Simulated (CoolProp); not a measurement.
A single-stage vapour-compression cycle with carbonyl sulfide: evaporating at 208.15 K (dew point), condensing at 243.15 K (bubble point), superheat 8 K, subcooling 5 K, compressor efficiency 0.65, no pressure losses. Each further row changes one setting.

The numbers come from the reference Helmholtz-energy equation of state, Lemmon 2006 in CoolProp. It is a short technical equation, of lower accuracy than the large ones.

| case | cooling COP | pressure ratio | discharge temperature (K) | refrigerating effect (kJ/kg) | volumetric capacity (kJ/m³) |
|---|---|---|---|---|---|
| as stated | [?] | 4.91 | 345.3 | 288 | 471 |
| evaporating temperature 213.15 K | [?] | 3.77 | 328.7 | [?] | [?] |
| condensing temperature 238.15 K | 3.98 | [?] | 328.2 | 294 | 481 |
| subcooling 10 K | [?] | 4.91 | 345.3 | 294 | 481 |
| superheat 18 K | [?] | 4.91 | 359.0 | 294 | 459 |
| compressor efficiency 0.55 | 2.84 | 4.91 | 366.2 | 288 | 471 |

Problem. Some entries are withheld; supply them.

Solution. 
- as stated, cooling COP: 3.35
- evaporating temperature 213.15 K, cooling COP: 4.10
- evaporating temperature 213.15 K, refrigerating effect (kJ/kg): 291
- evaporating temperature 213.15 K, volumetric capacity (kJ/m³): 607
- condensing temperature 238.15 K, pressure ratio: 4.04
- subcooling 10 K, cooling COP: 3.42
- superheat 18 K, cooling COP: 3.28
